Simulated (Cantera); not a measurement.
Charge: 1 mol SiHCl3, 6.1 mol H2, equilibrated at 1350 °C and 0.0170 bar.

Equilibrium computed with Cantera from the NASA thermochemical tables; the gas is ideal and each condensed phase is pure. Candidate condensed phases: Si; 19 gas species. The tables' values for SiCl3, SiCl are old estimates; treat these amounts as uncertain. The numbers say what is thermodynamically allowed, not how fast it happens.

Base state: H2 0.741, HCl 0.150, SiCl2 0.106, SiCl3 0.00288, H 0.000456, SiCl4 0.000183, SiHCl3 0.000140, Cl 7.26e-5 (mole fractions); condensed: Si(s).

Q: What changes in the equilibrium state with this change: temperature from 1350 °C to 1725 °C?

A: 
```
species       before     after
----------  --------  --------
H2             0.741     0.717
HCl            0.150     0.169
SiCl2          0.106    0.0960
H           0.000456    0.0104
Si2          2.64e-8   2.58e-5
Si           9.20e-6   0.00250
SiH          2.07e-6  0.000188
SiCl4       0.000183   4.03e-6
Si(s), mol     0.119         0
Si(l), mol         0     0.171
```
The tables' values for SiCl, SiCl3 are old estimates; treat these amounts as uncertain. Gases not in the tables: Si2H6 and higher silanes.

Q: What changes in the equilibrium state with this change: H2 from 6.1 to 620 mol?

A: 
```tsv
species	before	after
H2	0.741	0.995
HCl	0.150	0.00467
H	0.000456	0.000529
SiCl2	0.106	7.65e-5
SiCl4	0.000183	<1e-9
SiCl3	0.00288	5.61e-8
Si(s), mol	0.119	0.940
```
